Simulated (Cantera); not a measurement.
Input (Python, Cantera) and output of one run.

```python
import numpy as np
import cantera as ct

gas_names = """
    OH O2 H
""".split()
cond_names = """
    Ba(cr) Ba(L) BaO2H2(s) BaO2H2(L)
""".split()


# ... load() reads the species with a 1 bar reference pressure and builds the phases ...
species = {s.name: s for s in load("nasa_gas.yaml", gas_names) + load("nasa_condensed.yaml", cond_names)}
# Each term lists the table entries of one substance; the one whose range holds T is used.
reactions = {
    'Ba + 2 OH(g) = Ba(OH)2':
        [(-1, ['Ba(cr)', 'Ba(L)']), (-2, ['OH']), (1, ['BaO2H2(s)', 'BaO2H2(L)'])],
    'O2(g) + Ba + 2 H(g) = Ba(OH)2':
        [(-1, ['O2']), (-1, ['Ba(cr)', 'Ba(L)']), (-2, ['H']), (1, ['BaO2H2(s)', 'BaO2H2(L)'])],
}


def pick(names, T):
    return next(species[n] for n in names if species[n].thermo.min_temp <= T <= species[n].thermo.max_temp)


results = []
for label, terms in reactions.items():
    print(label)
    print("     T/K   dH/kJ  dS/(J/K)   dG/kJ   log10 K")
    for T in [1550, 1650, 1750, 1850, 1950, 2050, 2150, 2250]:
        used = [(nu, pick(names, T)) for nu, names in terms]
        dH = sum(nu * s.thermo.h(T) for nu, s in used) / 1e6
        dS = sum(nu * s.thermo.s(T) for nu, s in used) / 1e3
        dG = dH - T * dS / 1e3
        logK = -dG * 1e6 / (ct.gas_constant * T * np.log(10))
        results.append((label, T, dH, dS, dG, logK, [s.name for _, s in used]))
        print(f"{T:8g} {dH:8.1f} {dS:8.1f} {dG:8.1f} {logK:8.2f}")
```

Result:

```
Ba + 2 OH(g) = Ba(OH)2
     T/K   dH/kJ  dS/(J/K)   dG/kJ   log10 K
    1550   -971.8   -252.2   -581.0    19.58
    1650   -968.4   -250.0   -555.9    17.60
    1750   -965.1   -248.0   -531.0    15.85
    1850   -961.8   -246.2   -506.3    14.29
    1950   -958.6   -244.5   -481.7    12.90
    2050   -955.4   -242.9   -457.4    11.65
    2150   -952.3   -241.5   -433.1    10.52
    2250   -949.2   -240.1   -409.1     9.50
O2(g) + Ba + 2 H(g) = Ba(OH)2
     T/K   dH/kJ  dS/(J/K)   dG/kJ   log10 K
    1550  -1346.5   -341.9   -816.5    27.52
    1650  -1344.3   -340.5   -782.4    24.77
    1750  -1342.0   -339.2   -748.4    22.34
    1850  -1339.8   -338.0   -714.5    20.17
    1950  -1337.6   -336.8   -680.8    18.24
    2050  -1335.5   -335.8   -647.2    16.49
    2150  -1333.3   -334.7   -613.6    14.91
    2250  -1331.2   -333.8   -580.2    13.47
```

Standard-state values (1 bar) from the NASA 1993 polynomials, evaluated with Cantera. Condensed species are held in their standard states even where they would react or evaporate.
